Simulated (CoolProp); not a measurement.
Model: reference Helmholtz-energy equation of state, Lemmon 2003, in CoolProp. It is a pseudo-pure fit of the blend.

For R507A, give the phase and the density (kg/m³), fugacity coefficient at 366.9 K and 3.41 MPa; 384.8 K and 3.41 MPa.


- 366.9 K and 3.41 MPa: gas; density 162, fugacity coefficient 0.749
- 384.8 K and 3.41 MPa: gas; density 141, fugacity coefficient 0.789
